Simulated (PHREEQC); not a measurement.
1 kg of water holding 0.16 mol/kgw KCl, 0.0038 mol/kgw MgSO4, 0.12 mol/kgw NaCl and 0.0047 mol/kgw H3BO3 is evaporated at 30 °C; the solids stay in contact with the brine. No CO2 enters from the air. Only these solids could form: Arcanite, Bischofite, Bloedite, Brucite, Carnallite, Epsomite, Glaserite, Halite, Hexahydrite, Kainite, Kieserite, Leonite, Mirabilite, Misenite, Schoenite, Sylvite, Thenardite, Borax, Boric_acid,s, KB5O8:4H2O, K2B4O7:4H2O, NaBO2:4H2O, NaB5O8:5H2O, Teepleite, MgCl2_4H2O.

The series has 28 steps of water left (kg), from 1 to 0.005013.

All values are PHREEQC results (Pitzer model, pitzer.dat), not measurements.

Which solids form, in which order, and at which step of the series does each first stand?

Sylvite from water left = 0.04335 kg (pH 4.51); Halite from water left = 0.02407 kg (pH 4.02); Glaserite from water left = 0.01099 kg (pH 3.62).
